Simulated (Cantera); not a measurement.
Mixture: CO : H2 : O2 : N2 = 1 : 1.3 : 1.05 : 3.93 (molar parts), at 4.00 bar, adiabatic and at constant volume. Ignition delay is the time to a rise of 400 K.

Detailed kinetics in Cantera: GRI-Mech 3.0 (53 species, 325 reactions). The hydrogen kinetics of GRI-Mech 3.0 are dated; newer H2 mechanisms differ, most at raised pressure. Where the delays flatten at high temperature, the 400 K rule measures the pace of heat release, not the induction time.

Problem. Predict: delay at 1425 K; delay at 1500 K; delay at 1575 K; delay at 1650 K; delay at 1725 K.

Solution. 
- delay at 1425 K: 5.13 µs
- delay at 1500 K: 4.04 µs
- delay at 1575 K: 3.33 µs
- delay at 1650 K: 2.86 µs
- delay at 1725 K: 2.54 µs
